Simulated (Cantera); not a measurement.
Input: 1 mol CF4, 0.015 mol Si, 0.079 mol H2, equilibrated at 802 °C and 653 Torr.

Equilibrium computed with Cantera from the NASA thermochemical tables; the gas is ideal and each condensed phase is pure. Candidate condensed phases: C, C6H6, C7H8, C8H18, Si, SiC; 113 gas species. Gases not in the tables: C2F6 and larger saturated fluorocarbons. Kinetics and transport are ignored.

Base state: CF4 0.845, HF 0.141, SiF4 0.0134 (mole fractions); condensed: C(graphite).

### Question
What changes in the equilibrium state with this change: H2 from 0.079 to 3.1 mol?

### Answer
| species | before | after |
|---|---|---|
| HF | 0.141 | 0.776 |
| H2 | <1e-9 | 0.219 |
| SiF4 | 0.0134 | 0.00296 |
| CF4 | 0.845 | <1e-9 |
| CH4 | <1e-9 | 0.00188 |
| H2F2 | 5.36e-7 | 1.62e-5 |
| C(graphite), mol | 0.0545 | 0.990 |
